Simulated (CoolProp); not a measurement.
Vapour-liquid equilibrium of isohexane (1) + benzene (2) at 0.518 MPa; x and y are mole fractions of (1).

Computed with CoolProp (multi-fluid Helmholtz-energy mixture model, Lemmon 2006 and Thol 2012; pair parameters Bell 2016).

```csv
x,bubble temperature (°C),y at the bubble point,dew temperature at overall composition x (°C),liquid density (mol/L)
0.05,141.4,0.100,142.8,9.239
0.15,136.8,0.253,139.9,8.859
0.25,133.5,0.370,136.9,8.492
0.35,130.9,0.466,134.0,[?]
0.45,128.9,0.551,131.3,[?]
0.55,127.3,0.632,129.0,7.511
0.65,125.9,0.711,[?],7.223
0.75,124.7,0.790,125.3,6.954
0.85,123.7,0.872,124.0,6.701
0.95,122.8,0.957,122.9,6.463
```

**Question.** What belongs in the gaps?

**Answer.** 
- 0.35, liquid density (mol/L): 8.145
- 0.45, liquid density (mol/L): 7.818
- 0.65, dew temperature at overall composition x (°C): 126.9

No azeotrope shows between x = 0.05 and 0.95.

The pair parameters rest on a limited set of measurements; away from them the model extrapolates.
